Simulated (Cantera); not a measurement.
A perfectly stirred reactor is fed with NH₃ : H₂ = 1 : 0.22 (molar parts), at 1.00 atm; it is held at 2200 K, and followed from long to short residence time.

Computed with Cantera and the gas-phase N/H chemistry of the illustrative SiF4/NH3 mechanism in the Surface Chemkin manual (1991). Walls and surfaces, which speed up NH3 decomposition in real reactors, are not modelled.

### Question
What does this change do: pressure from 1.00 atm to 0.0178 atm?

### Answer
```csv
quantity,before,after
x(NH₃) at τ = 0.640 s,0.00514,0.149
x(H₂) at τ = 0.640 s,0.768,0.665
x(N₂H₄) at τ = 0.640 s,6.90e-10,1.68e-9
x(H) at τ = 0.640 s,0.00387,0.00136
x(N) at τ = 0.640 s,2.99e-6,5.09e-6
x(NH₃) at τ = 15.0 ms,0.163,0.742
x(H₂) at τ = 15.0 ms,0.655,0.235
x(N₂H₄) at τ = 15.0 ms,8.16e-8,1.56e-8
x(H) at τ = 15.0 ms,0.00113,0.000298
x(N) at τ = 15.0 ms,3.41e-6,3.01e-6
```

### Question
What does this change do: temperature 2200 to 1325 K?

### Answer
```csv
quantity,before,after
x(NH₃) at τ = 0.640 s,0.00514,0.819
x(H₂) at τ = 0.640 s,0.768,0.181
x(N₂H₄) at τ = 0.640 s,6.90e-10,4.88e-8
x(H) at τ = 0.640 s,0.00387,5.64e-7
x(N) at τ = 0.640 s,2.99e-6,1.83e-11
x(NH₃) at τ = 15.0 ms,0.163,0.820
x(H₂) at τ = 15.0 ms,0.655,0.180
x(N₂H₄) at τ = 15.0 ms,8.16e-8,1.32e-8
x(H) at τ = 15.0 ms,0.00113,2.93e-7
x(N) at τ = 15.0 ms,3.41e-6,2.65e-12
```

### Question
What does this change do: temperature 2200 to 1775 K?

### Answer
```tsv
quantity	before	after
x(NH₃) at τ = 0.640 s	0.00514	0.357
x(H₂) at τ = 0.640 s	0.768	0.516
x(N₂H₄) at τ = 0.640 s	6.90e-10	1.08e-7
x(H) at τ = 0.640 s	0.00387	9.33e-5
x(N) at τ = 0.640 s	2.99e-6	5.95e-8
x(NH₃) at τ = 15.0 ms	0.163	0.791
x(H₂) at τ = 15.0 ms	0.655	0.201
x(N₂H₄) at τ = 15.0 ms	8.16e-8	3.26e-7
x(H) at τ = 15.0 ms	0.00113	2.85e-5
x(N) at τ = 15.0 ms	3.41e-6	4.89e-8
```
